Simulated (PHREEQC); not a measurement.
A solution holds 0.14 mol/kgw H2SO4, 0.014 mol/kgw CuSO4 and 0.00044 mol/kgw Fe2(SO4)3, at 25 °C. Closed to the air; pH follows from the charge balance.

Equilibrium calculation in PHREEQC: ion-association model, phreeqc.dat.

Precipitation was switched off in this run.

Task: Estimate the pH, specific conductance.

Result: pH 0.91; specific conductance 50900 µS/cm.

Task: In which forms is Cu present?

Result: Cu+2 68 %, CuSO4 32 % of the Cu.
